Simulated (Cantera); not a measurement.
A closed system holds: 1 mol SiCl4, 0.014 mol Cl2, 290 mol H2, equilibrated at 0.100 bar.

Equilibrium computed with Cantera from the NASA thermochemical tables; the gas is ideal and each condensed phase is pure. Candidate condensed phases: Si; 19 gas species. The tables' values for SiCl3 are old estimates; treat these amounts as uncertain. Equilibrium is a limit: real reactors are often held back by kinetics, nucleation or transport.

x: gas mole fraction; n: condensed amount in mol.

```tsv
T (K)	x H2	x HCl	x SiCl4	x SiHCl3	n Si(s)
800	0.995	0.00149	0.00210	0.00127	0
850	0.995	0.00189	0.00177	0.00154	0
900	0.994	0.00293	0.00153	0.00147	…
950	0.993	0.00460	0.00126	0.00125	…
1000	0.991	0.00665	0.000928	0.000975	…
1050	0.990	0.00882	0.000575	0.000670	…
1100	0.988	0.0107	0.000286	0.000391	…
1150	0.987	0.0119	0.000115	0.000195	0.788
1200	0.987	0.0124	4.13e-5	8.91e-5	0.834
1250	0.987	0.0127	1.45e-5	4.02e-5	0.851
```

Q: Some entries are withheld; supply them.

A: 
- 900, n Si(s): 0.0759
- 950, n Si(s): 0.210
- 1000, n Si(s): 0.374
- 1050, n Si(s): 0.547
- 1100, n Si(s): 0.694
